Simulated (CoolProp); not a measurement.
CH3F (R41) at 270.52 K and 0.488 MPa is throttled through a valve to 0.235 MPa with no heat exchange. Each further row changes one setting.

Model: reference Helmholtz-energy equation of state, Lemmon 2006, in CoolProp. It is a short technical equation, of lower accuracy than the large ones.

```csv
case,temperature change (K),final density (kg/m³)
as stated,-6.2,3.75
outlet pressure 0.0705 MPa,-10.6,1.12
outlet pressure 0.305 MPa,-4.5,4.88
```
